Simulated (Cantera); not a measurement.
## Transport properties of process gases

Gas mixture: O₂ = 0.39 (molar parts), at 5.40 bar, frozen composition.

Cantera's kinetic-theory transport with the Lennard-Jones parameters of GRI-Mech 3.0, ideal gas; thermal conductivity in the multicomponent form.

```csv
T (K),ρ (kg/m³),cp (J/kg/K),μ (µPa s),λ (mW/m/K),Pr,D (cm²/s) C₂H₂,D (cm²/s) H₂,D (cm²/s) H
400,5.20,941.4,25.6,33.9,0.712,0.0526,0.247,0.399
600,3.46,1003,34.1,48.1,0.710,0.107,0.488,0.805
800,2.60,1055,41.4,61.5,0.710,0.175,0.788,1.31
1000,2.08,1090,47.9,73.7,0.709,0.256,1.14,1.91
1200,1.73,1114,54.0,84.9,0.708,0.348,1.54,2.59
1400,1.48,1134,59.7,95.6,0.708,0.450,1.99,3.35
1600,1.30,1151,65.1,106,0.708,0.562,2.49,4.18
1800,1.15,1167,70.2,116,0.707,0.684,3.02,5.08
2000,1.04,1181,75.2,126,0.707,0.814,3.60,6.05
```
D: mixture-averaged diffusion coefficient of that species in the mixture.
